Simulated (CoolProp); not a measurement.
A single-stage vapour-compression cycle with R141b: evaporating at 309.15 K (dew point), condensing at 378.15 K (bubble point), superheat 8 K, subcooling 2 K, compressor efficiency 0.6, no pressure losses. Each further row changes one setting.

Computed with CoolProp (reference Helmholtz-energy equation of state, Lemmon 2006). It is a short technical equation, of lower accuracy than the large ones.

```json
[
 {"case": "as stated", "cooling COP": "2.04", "pressure ratio": "6.51", "discharge temperature (K)": "409.9", "refrigerating effect (kJ/kg)": "145", "volumetric capacity (kJ/m³)": "776"},
 {"case": "evaporating temperature 314.15 K", "cooling COP": "2.29", "pressure ratio": "5.50", "discharge temperature (K)": "407.3", "refrigerating effect (kJ/kg)": "148", "volumetric capacity (kJ/m³)": "929"},
 {"case": "condensing temperature 373.15 K", "cooling COP": "2.27", "pressure ratio": "5.83", "discharge temperature (K)": "404.3", "refrigerating effect (kJ/kg)": "151", "volumetric capacity (kJ/m³)": "811"},
 {"case": "subcooling 7 K", "cooling COP": "2.13", "pressure ratio": "6.51", "discharge temperature (K)": "409.9", "refrigerating effect (kJ/kg)": "151", "volumetric capacity (kJ/m³)": "810"},
 {"case": "superheat 18 K", "cooling COP": "2.08", "pressure ratio": "6.51", "discharge temperature (K)": "421.1", "refrigerating effect (kJ/kg)": "153", "volumetric capacity (kJ/m³)": "791"},
 {"case": "compressor efficiency 0.5", "cooling COP": "1.70", "pressure ratio": "6.51", "discharge temperature (K)": "424.3", "refrigerating effect (kJ/kg)": "145", "volumetric capacity (kJ/m³)": "776"}
]
```
